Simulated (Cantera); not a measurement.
A closed system holds: 1 mol SiH₄, 0.015 mol C₃H₈, 7.8 mol H₂, at 0.133 bar.

These are equilibrium values from Cantera (NASA tables, ideal gas, pure condensed phases), not measurements of a reactor. Candidate condensed phases: C, C₆H₆, C₇H₈, C₈H₁₈, Si, SiC; 87 gas species. Mutual solubility and eutectic melting of coexisting phases are not modelled. Gases not in the tables: Si₂H₆ and higher silanes. Equilibrium is a limit: real reactors are often held back by kinetics, nucleation or transport.

**Question.** Which condensed phases are stable at each of these points (T (K)): 1373, 1423, 1473, 1523, 1573, 1623, 1673, 1723, 1773, 1823, 1873?

**Answer.** 
```tsv
T (K)	condensed phases	Si condensed (%)
1373	Si(s) + SiC(s)	100.0
1423	Si(s) + SiC(s)	100.0
1473	Si(s) + SiC(s)	100.0
1523	Si(s) + SiC(s)	100.0
1573	Si(s) + SiC(s)	100.0
1623	Si(s) + SiC(s)	100.0
1673	Si(s) + SiC(s)	100.0
1723	Si(l) + SiC(s)	100.0
1773	Si(l) + SiC(s)	100.0
1823	Si(l) + SiC(s)	99.9
1873	Si(l) + SiC(s)	99.9
```

From 1373 K to 1673 K the condensed part is Si(s) + SiC(s). From 1723 K to 1873 K the condensed part is Si(l) + SiC(s).
